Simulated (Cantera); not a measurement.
An isothermal, constant-pressure homogeneous reactor starts with H₂ : O₂ = 0.011 : 1 (molar parts), equivalence ratio 0.0055, at 1250 K and 0.0160 bar.

Cantera simulation using the H2/O2 subset of GRI-Mech 3.0, which has no nitrogen chemistry; the numbers are that mechanism's predictions, not measurements. Radical loss at walls, strong at low pressure, is not modelled.

x: mole fraction; the columns are a selection and need not sum to one.

```csv
t (s),x H₂,x O₂,x OH,x H₂O,x H₂O₂
0.000100,0.0109,0.989,2.13e-9,3.69e-10,<1e-12
0.000345,0.0109,0.989,?,?,2.77e-12
0.00119,0.0109,0.989,2.06e-7,2.77e-7,3.17e-11
0.00410,0.00948,0.988,0.000619,0.00103,1.01e-8
0.0141,4.74e-5,0.980,0.000969,0.0101,2.18e-8
0.0488,3.80e-5,0.981,0.000870,0.0103,2.11e-8
0.168,?,0.985,?,0.0105,?
0.580,5.38e-6,0.988,0.000329,0.0108,1.24e-8
2.00,7.84e-7,0.989,0.000126,0.0109,4.69e-9
```

Q: What belongs in the gaps?

A: 
- 0.000345, x OH: 1.23e-8
- 0.000345, x H₂O: 7.45e-9
- 0.168, x H₂: 2.04e-5
- 0.168, x OH: 0.000638
- 0.168, x H₂O₂: 1.88e-8
